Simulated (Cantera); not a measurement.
An isothermal, constant-pressure homogeneous reactor starts with C₂H₆ : N₂ = 1 : 1.8 (molar parts), at 1323 K and 0.00336 atm.

Cantera simulation using GRI-Mech 3.0 (53 species, 325 reactions); the numbers are that mechanism's predictions, not measurements. GRI-Mech 3.0 stops at C3 and has no aromatics, soot or wall deposition, so with more carbon than oxygen in the feed, carbon stays in small species such as C2H2 where larger ones or solid carbon would form. Radical loss at walls, strong at low pressure, is not modelled.

x: mole fraction; the columns are a selection and need not sum to one.

| t (s) | x C₂H₆ | x CH₃ | x CH₂ | x CH₄ | x H₂ | x HCN | x C₂H₄ |
|---|---|---|---|---|---|---|---|
| 5.00e-6 | 0.357 | 4.47e-6 | <1e-12 | 3.85e-9 | 9.26e-11 | <1e-12 | 1.86e-11 |
| 1.28e-5 | 0.357 | 1.14e-5 | <1e-12 | 2.52e-8 | 5.63e-10 | <1e-12 | 2.72e-10 |
| 3.27e-5 | 0.357 | 2.91e-5 | 2.44e-12 | 1.64e-7 | 3.97e-9 | <1e-12 | 4.22e-9 |
| 8.36e-5 | 0.357 | 7.37e-5 | 4.00e-11 | 1.06e-6 | 5.04e-8 | <1e-12 | 6.77e-8 |
| 0.000214 | 0.357 | 0.000184 | 6.08e-10 | 6.86e-6 | 9.27e-7 | <1e-12 | 1.10e-6 |
| 0.000547 | 0.357 | 0.000444 | 7.74e-9 | 4.31e-5 | 1.65e-5 | <1e-12 | 1.77e-5 |
| 0.00140 | 0.356 | (withheld) | (withheld) | (withheld) | (withheld) | 3.48e-12 | (withheld) |
| 0.00358 | 0.349 | 0.00205 | 3.05e-7 | 0.00140 | 0.00304 | 2.66e-10 | 0.00326 |
| 0.00914 | (withheld) | (withheld) | (withheld) | (withheld) | (withheld) | (withheld) | (withheld) |
| 0.0234 | 0.230 | 0.00547 | 1.25e-6 | 0.0328 | 0.0633 | 4.47e-9 | 0.0731 |
| 0.0598 | 0.0952 | 0.00382 | 8.97e-7 | 0.0829 | 0.129 | 6.92e-9 | 0.140 |
| 0.153 | 0.0137 | 0.00133 | 2.63e-7 | 0.118 | 0.183 | 8.45e-9 | 0.152 |
| 0.391 | 0.00123 | 0.000367 | 3.18e-8 | 0.119 | 0.214 | 8.57e-9 | 0.124 |
| 1.00 | 0.000122 | 0.000123 | 4.06e-9 | 0.116 | 0.232 | 8.42e-9 | 0.0997 |

Q: What belongs in the gaps?

A: 
- 0.00140, x CH₃: 0.000985
- 0.00140, x CH₂: 6.50e-8
- 0.00140, x CH₄: 0.000256
- 0.00140, x H₂: 0.000263
- 0.00140, x C₂H₄: 0.000273
- 0.00914, x C₂H₆: 0.319
- 0.00914, x CH₃: 0.00436
- 0.00914, x CH₂: 9.08e-7
- 0.00914, x CH₄: 0.00769
- 0.00914, x H₂: 0.0185
- 0.00914, x HCN: 1.78e-9
- 0.00914, x C₂H₄: 0.0210
